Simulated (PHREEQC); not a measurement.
Dissolve 0.029 mol CaCl2, 0.0088 mol CO2 and 3.8e-05 mol MgSO4 per kg of water at 25 °C. Closed to the air; pH follows from the charge balance.

Model: ion-association model, phreeqc.dat, run in PHREEQC.

Question: The ionic strength comes out as 0.0872 mol/kgw. What activity coefficients do CaHCO3+, SO4-2, Ca+2, Mg+2, H+ get?

Answer: CaHCO3+ 0.80, SO4-2 0.39, Ca+2 0.41, Mg+2 0.42, H+ 0.83.

This is a speciation only: nothing precipitates in the calculation. Species that the database lacks are ignored.
